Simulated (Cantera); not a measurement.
A perfectly stirred reactor is fed with 8.23 % CH₃OH, 19.3 % O₂, 72.5 % N₂, equivalence ratio 0.64, at 910000 Pa; it is adiabatic with a 350 K inlet, and is followed from long to short residence time, starting on the burning branch (τ in s: 0.047, 0.023, 0.012, 0.006, 0.003, 0.0015, 0.00077, 0.00039, 0.0002, 9.9e-05, 5e-05).

Detailed kinetics in Cantera: GRI-Mech 3.0 (53 species, 325 reactions). GRI-Mech 3.0 was tuned for natural gas; its chemistry of methanol as a main component is partial and can be far from experiment.

x: mole fraction; the columns are a selection and need not sum to one.

```csv
τ (s),T (K),x CH₃OH,x O₂,x HO₂,x H₂O₂,x HCO,x H₂O
0.047,1827,2.35e-6,0.0663,2.18e-6,1.85e-7,9.52e-9,0.158
0.023,1825,4.20e-6,0.0664,3.03e-6,2.32e-7,1.95e-8,0.158
0.012,1824,6.98e-6,0.0664,4.36e-6,2.97e-7,3.74e-8,0.158
0.0060,1821,___,0.0666,___,___,___,0.157
0.0030,1816,1.97e-5,0.0668,1.09e-5,5.40e-7,1.50e-7,0.157
0.0015,1808,3.30e-5,0.0671,1.79e-5,7.41e-7,3.02e-7,0.157
0.00077,1797,5.49e-5,0.0678,2.95e-5,1.02e-6,5.90e-7,0.157
0.00039,1777,___,0.0690,___,___,___,0.156
0.00020,1736,0.000193,0.0717,0.000101,2.36e-6,2.35e-6,0.155
9.9e-5,350,0.0823,0.193,<1e-12,<1e-12,<1e-12,<1e-12
5.0e-5,350,0.0823,0.193,<1e-12,<1e-12,<1e-12,<1e-12
```

Question: What belongs in the gaps?

Answer: 
- 0.0060, x CH₃OH: 1.18e-5
- 0.0060, x HO₂: 6.77e-6
- 0.0060, x H₂O₂: 3.97e-7
- 0.0060, x HCO: 7.50e-8
- 0.00039, x CH₃OH: 9.61e-5
- 0.00039, x HO₂: 5.12e-5
- 0.00039, x H₂O₂: 1.45e-6
- 0.00039, x HCO: 1.18e-6
